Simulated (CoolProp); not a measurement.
Saturation properties of R245fa (Tc = 427.0 K, pc = 3.651 MPa, ω = 0.378).

Model: reference Helmholtz-energy equation of state, Akasaka 2015, in CoolProp.

```csv
T (K),p (MPa),liquid density (kg/m³),enthalpy of vaporisation (kJ/kg),vapour viscosity (µPa s),liquid conductivity (mW/(m K))
303.4,0.1797,1324,188.2,12.0,90.4
311.3,0.2357,1302,183.5,12.4,88.1
319.2,0.3045,1279,178.5,12.7,85.7
327.2,0.3889,1255,173.2,13.1,83.4
335.1,0.4887,1231,167.7,13.4,81.1
343,0.6069,1205,161.9,13.8,78.8
350.9,0.7455,1178,155.7,14.2,76.6
358.9,0.9089,1150,149.0,14.7,74.2
366.8,1.095,1120,141.8,15.1,71.9
374.7,1.309,1087,134.0,15.7,69.6
382.6,1.553,1052,125.4,16.4,67.2
390.5,1.830,1013,115.8,17.2,64.8
398.5,2.147,967.9,104.6,18.3,62.2
```

It boils at 288.2 K under 1 atm.

Viscosity comes from a separate model (Bell 2016), an estimate that may be off by 10 % or more. Thermal conductivity comes from a separate model (Huber 2003), an estimate that may be off by 10 % or more.
